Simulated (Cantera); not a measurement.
Feed: 1 mol Fe, 0.19 mol O2, 50 mol N2, 1.9 mol SO2, at 1577 °C and 100 Torr.

Equilibrium computed with Cantera from the NASA thermochemical tables; the gas is ideal and each condensed phase is pure. Candidate condensed phases: Fe, FeO, FeS, FeSO4, FeS2, Fe2O3, Fe2(SO4)3, Fe3O4, S; 19 gas species. The tables' stoichiometric FeO is somewhat more stable than real wüstite, so its field is too wide. FeO: taken at fixed stoichiometry. Rates play no part.

Base state: N2 0.965, SO2 0.0291, SO 0.00325, S2 0.00207, S 0.000137, Fe 5.58e-5, S2O 4.69e-5 (mole fractions); condensed: FeO(l).

Task: What changes in the equilibrium state with this change: SO2 from 1.9 to 3.7 mol?

Result: 
```
species       before    after
-----------  -------  -------
N2             0.965    0.933
SO2           0.0291   0.0610
SO           0.00325  0.00446
Fe           5.58e-5  3.65e-5
NO           9.91e-6  1.49e-5
S2           0.00207  0.00167
FeO(l), mol    0.997    0.998
```
